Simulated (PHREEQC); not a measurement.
Make-up at 20 °C: 0.077 mol/kgw NH3, 3.3e-05 mol/kgw CO2 and 7.5e-05 mol/kgw K2CO3. Closed to the air; pH follows from the charge balance.

Computed with PHREEQC (ion-association model, wateq4f.dat).

```
Item                        Value
----------------  ---------------
pH                          11.21
ionic strength    0.00146 mol/kgw
total alkalinity      77.1 meq/kg
```

```
species  molality  activity   log γ
-------  --------  --------  ------
NH3        0.0758    0.0758   0.000
NH4+      0.00121   0.00116  -0.018
OH-       0.00116   0.00111  -0.019
K+       0.000150  0.000144  -0.018
CO3-2     9.57e-5   8.11e-5  -0.072
HCO3-     1.22e-5   1.17e-5  -0.018
```

Precipitation was switched off in this run. Complexes and solids missing from the database can't appear.
